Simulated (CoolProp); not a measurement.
A simple Rankine cycle with neopentane: condensing at 318.15 K, boiler at 0.881 MPa, turbine inlet 511.4 K, turbine efficiency 0.9, pump efficiency 0.7, no recuperator. Each further row changes one setting.

The numbers come from the reference Helmholtz-energy equation of state, Lemmon 2006 in CoolProp. It is a short technical equation, of lower accuracy than the large ones.

| case | thermal efficiency (%) | net work (kJ/kg) | heat in (kJ/kg) | turbine exit temperature (K) | volume ratio over the turbine |
|---|---|---|---|---|---|
| as stated | 7.1 | 50.5 | 715 | 488.7 | 2.81 |
| turbine inlet 531.4 K | 6.9 | 52.8 | 769 | 508.7 | 2.80 |
| condensing temperature 310.15 K | 8.4 | 61.5 | 734 | 483.9 | 3.50 |
| boiler pressure 0.617 MPa | 4.7 | 34.0 | 719 | 496.7 | 1.96 |
| turbine efficiency 0.8 | 6.3 | 44.7 | 715 | 490.9 | 2.82 |
